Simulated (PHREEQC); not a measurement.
## Brine

Consider water at 20 °C with 0.91 mol NaBr, 0.57 mol SrCl2 and 0.5 mol LiCl per kg of water. Closed to the air; pH follows from the charge balance.

All values are PHREEQC results (Pitzer model, pitzer.dat), not measurements.

```yaml
ionic_strength: 3.12 mol/kgw
activity_of_water: 0.913
density: 1.149 g/cm³
osmotic_coefficient: 1.112
```

```tsv
species	molality	activity	log γ
Cl-	1.64	0.926	-0.248
Br-	0.910	0.582	-0.194
Na+	0.910	0.915	0.002
Sr+2	0.570	0.283	-0.304
Li+	0.500	0.733	0.166
OH-	1.32e-7	2.66e-8	-0.694
H+	1.32e-7	2.35e-7	0.252
```

No solid was allowed to form.
